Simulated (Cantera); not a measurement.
Charge: 1 mol CH3Cl, 0.23 mol H2, held at 49.0 mbar.

These are equilibrium values from Cantera (NASA tables, ideal gas, pure condensed phases), not measurements of a reactor. Candidate condensed phases: C, C6H6, C7H8, C8H18; 91 gas species. The tables' values for CCl are old estimates; treat these amounts as uncertain. Rates play no part.

x: gas mole fraction; n: condensed amount in mol.

```json
[
 {"T (K)": "2373", "x H2": "0.519", "x H": "0.0454", "x HCl": "0.407", "x Cl": "0.0255", "x C3": "1.26e-6", "x C2H2 (acetylene)": "0.00319", "x C2H": "1.51e-5", "n C(graphite)": "0.985"},
 {"T (K)": "2473", "x H2": "0.500", "x H": "0.0712", "x HCl": "0.385", "x Cl": "0.0388", "x C3": "6.63e-6", "x C2H2 (acetylene)": "0.00482", "x C2H": "4.65e-5", "n C(graphite)": "0.977"},
 {"T (K)": "2573", "x H2": "0.474", "x H": "0.107", "x HCl": "0.355", "x Cl": "0.0563", "x C3": "3.06e-5", "x C2H2 (acetylene)": "0.00692", "x C2H": "0.000130", "n C(graphite)": "0.965"},
 {"T (K)": "2673", "x H2": "0.440", "x H": "0.154", "x HCl": "0.319", "x Cl": "0.0775", "x C3": "0.000125", "x C2H2 (acetylene)": "0.00940", "x C2H": "0.000332", "n C(graphite)": "0.948"},
 {"T (K)": "2773", "x H2": "0.397", "x H": "0.212", "x HCl": "0.276", "x Cl": "0.102", "x C3": "0.000461", "x C2H2 (acetylene)": "0.0121", "x C2H": "0.000777", "n C(graphite)": "0.925"},
 {"T (K)": "2873", "x H2": "0.346", "x H": "0.279", "x HCl": "0.229", "x Cl": "0.127", "x C3": "0.00155", "x C2H2 (acetylene)": "0.0146", "x C2H": "0.00168", "n C(graphite)": "0.889"},
 {"T (K)": "2973", "x H2": "0.289", "x H": "0.353", "x HCl": "0.181", "x Cl": "0.151", "x C3": "0.00476", "x C2H2 (acetylene)": "0.0166", "x C2H": "0.00335", "n C(graphite)": "?"},
 {"T (K)": "3073", "x H2": "0.228", "x H": "0.424", "x HCl": "0.135", "x Cl": "0.170", "x C3": "0.0136", "x C2H2 (acetylene)": "0.0175", "x C2H": "0.00617", "n C(graphite)": "?"},
 {"T (K)": "3173", "x H2": "0.167", "x H": "0.482", "x HCl": "0.0937", "x Cl": "0.182", "x C3": "0.0363", "x C2H2 (acetylene)": "0.0167", "x C2H": "0.0105", "n C(graphite)": "?"}
]
```

Question: Complete the blanks.

Answer: 
- 2973, n C(graphite): 0.823
- 3073, n C(graphite): 0.680
- 3173, n C(graphite): 0.328
